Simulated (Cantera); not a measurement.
Cantera run:

```python
import numpy as np
import cantera as ct

gas_names = [...]  # 114 gases of nasa_gas.yaml made of C, Fe, H, O
cond_names = """
    C(gr) C6H6(L) C7H8(L) C8H18(L),n-octa Fe(a) Fe(c) Fe(d) Fe(L) FeC5O5(L) FeO(s) FeO(L) Fe(OH)2(s)
    Fe(OH)3(s) Fe2O3(s) Fe3O4(s) H2O(s) H2O(L)
""".split()


# ... load() reads the species with a 1 bar reference pressure and builds the phases ...
atoms = {
    'Fe2O3': {'Fe': 2, 'O': 3},
    'CH4': {'C': 1, 'H': 4},
    'H2': {'H': 2},
}
top_T = {'C(gr)': 4500, 'Fe2O3(s)': 1830, 'Fe3O4(s)': 1870}  # K; cautious upper limits of use, not melting points


# ... equilibrate(T, P, feed) seeds the gas with the atoms and calls Mixture.equilibrate('TP', solver="gibbs", rtol=1e-10, max_steps=50000) ...
results = []
feed = {'Fe2O3': 1, 'CH4': 1.5, 'H2': 0.47}  # mol
for P in [10, 36, 130, 460, 1700, 6000, 22000, 77000, 280000, 1000000]:
    for T in [1248, 1323, 1398, 1473, 1548, 1623, 1698, 1773, 1848, 1923, 1998]:
        mix = equilibrate(T, P, feed)
        results.append((T, P, feed, dict(zip(mix.species_names, mix.species_moles))))

for T, P, feed, n in results:
    print(f"{T:7g} {P:10.4g}  " + (" + ".join(c for c in cond_names if n.get(c, 0) > 1e-12) or "gas only"))
```

Result:

```
   1248         10  Fe(c) + FeO(s)
   1323         10  Fe(c) + FeO(s)
   1398         10  Fe(c) + FeO(s)
   1473         10  Fe(c) + FeO(s)
   1548         10  Fe(c) + FeO(s)
   1623         10  Fe(c) + FeO(s)
   1698         10  Fe(d) + FeO(L)
   1773         10  Fe(d) + FeO(L)
   1848         10  gas only
   1923         10  gas only
   1998         10  gas only
   1248         36  Fe(c) + FeO(s)
   1323         36  Fe(c) + FeO(s)
   1398         36  Fe(c) + FeO(s)
   1473         36  Fe(c) + FeO(s)
   1548         36  Fe(c) + FeO(s)
   1623         36  Fe(c) + FeO(s)
   1698         36  Fe(d) + FeO(L)
   1773         36  Fe(d) + FeO(L)
   1848         36  Fe(L) + FeO(L)
   1923         36  gas only
   1998         36  gas only
   1248        130  Fe(c) + FeO(s)
   1323        130  Fe(c) + FeO(s)
   1398        130  Fe(c) + FeO(s)
   1473        130  Fe(c) + FeO(s)
   1548        130  Fe(c) + FeO(s)
   1623        130  Fe(c) + FeO(s)
   1698        130  Fe(d) + FeO(L)
   1773        130  Fe(d) + FeO(L)
   1848        130  Fe(L) + FeO(L)
   1923        130  Fe(L) + FeO(L)
   1998        130  FeO(L)
   1248        460  Fe(c) + FeO(s)
   1323        460  Fe(c) + FeO(s)
   1398        460  Fe(c) + FeO(s)
   1473        460  Fe(c) + FeO(s)
   1548        460  Fe(c) + FeO(s)
   1623        460  Fe(c) + FeO(s)
   1698        460  Fe(d) + FeO(L)
   1773        460  Fe(d) + FeO(L)
   1848        460  Fe(L) + FeO(L)
   1923        460  Fe(L) + FeO(L)
   1998        460  Fe(L) + FeO(L)
   1248       1700  Fe(c) + FeO(s)
   1323       1700  Fe(c) + FeO(s)
   1398       1700  Fe(c) + FeO(s)
   1473       1700  Fe(c) + FeO(s)
   1548       1700  Fe(c) + FeO(s)
   1623       1700  Fe(c) + FeO(s)
   1698       1700  Fe(d) + FeO(L)
   1773       1700  Fe(d) + FeO(L)
   1848       1700  Fe(L) + FeO(L)
   1923       1700  Fe(L) + FeO(L)
   1998       1700  Fe(L) + FeO(L)
   1248       6000  Fe(c) + FeO(s)
   1323       6000  Fe(c) + FeO(s)
   1398       6000  Fe(c) + FeO(s)
   1473       6000  Fe(c) + FeO(s)
   1548       6000  Fe(c) + FeO(s)
   1623       6000  Fe(c) + FeO(s)
   1698       6000  Fe(d) + FeO(L)
   1773       6000  Fe(d) + FeO(L)
   1848       6000  Fe(L) + FeO(L)
   1923       6000  Fe(L) + FeO(L)
   1998       6000  Fe(L) + FeO(L)
   1248    2.2e+04  Fe(c) + FeO(s)
   1323    2.2e+04  Fe(c) + FeO(s)
   1398    2.2e+04  Fe(c) + FeO(s)
   1473    2.2e+04  Fe(c) + FeO(s)
   1548    2.2e+04  Fe(c) + FeO(s)
   1623    2.2e+04  Fe(c) + FeO(s)
   1698    2.2e+04  Fe(d) + FeO(L)
   1773    2.2e+04  Fe(d) + FeO(L)
   1848    2.2e+04  Fe(L) + FeO(L)
   1923    2.2e+04  Fe(L) + FeO(L)
   1998    2.2e+04  Fe(L) + FeO(L)
   1248    7.7e+04  Fe(c) + FeO(s)
   1323    7.7e+04  Fe(c) + FeO(s)
   1398    7.7e+04  Fe(c) + FeO(s)
   1473    7.7e+04  Fe(c) + FeO(s)
   1548    7.7e+04  Fe(c) + FeO(s)
   1623    7.7e+04  Fe(c) + FeO(s)
   1698    7.7e+04  Fe(d) + FeO(L)
   1773    7.7e+04  Fe(d) + FeO(L)
   1848    7.7e+04  Fe(L) + FeO(L)
   1923    7.7e+04  Fe(L) + FeO(L)
   1998    7.7e+04  Fe(L) + FeO(L)
   1248    2.8e+05  Fe(c) + FeO(s)
   1323    2.8e+05  Fe(c) + FeO(s)
   1398    2.8e+05  Fe(c) + FeO(s)
   1473    2.8e+05  Fe(c) + FeO(s)
   1548    2.8e+05  Fe(c) + FeO(s)
   1623    2.8e+05  Fe(c) + FeO(s)
   1698    2.8e+05  Fe(d) + FeO(L)
   1773    2.8e+05  Fe(d) + FeO(L)
   1848    2.8e+05  Fe(L) + FeO(L)
   1923    2.8e+05  Fe(L) + FeO(L)
   1998    2.8e+05  Fe(L) + FeO(L)
   1248      1e+06  Fe(c) + FeO(s)
   1323      1e+06  Fe(c) + FeO(s)
   1398      1e+06  Fe(c) + FeO(s)
   1473      1e+06  Fe(c) + FeO(s)
   1548      1e+06  Fe(c) + FeO(s)
   1623      1e+06  Fe(c) + FeO(s)
   1698      1e+06  Fe(d) + FeO(L)
   1773      1e+06  Fe(d) + FeO(L)
   1848      1e+06  Fe(L) + FeO(L)
   1923      1e+06  Fe(L) + FeO(L)
   1998      1e+06  Fe(L) + FeO(L)
```

These are equilibrium values from Cantera (NASA tables, ideal gas, pure condensed phases), not measurements of a reactor. Each liquid is taken as pure. Mutual solubility and eutectic melting of coexisting phases are not modelled. The tables' stoichiometric FeO is somewhat more stable than real wüstite, so its field is too wide. FeO: taken at fixed stoichiometry.
